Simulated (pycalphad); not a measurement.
Computed with pycalphad from the COST 507 light-alloy database (1999), at 1 atm. These are 1990s assessments: newer ones move some temperatures and phases. Amounts are mole fractions of atoms.

### Question
Give the equilibrium state of Al-8.89N (at.%) at 1537 °C.

### Answer
liquid, fraction 0.824, with 0.10 N at.%; ALN, fraction 0.176, with 50.0 N at.%.

### Question
Give the equilibrium state of Al-8.89N (at.%) at 257 °C.

### Answer
fcc, fraction 0.822, with <0.01 N at.%; ALN, fraction 0.178, with 50.0 N at.%.

Database names, with the compositions (at.%) that they take in these runs: ALN: Al 50 N 50.
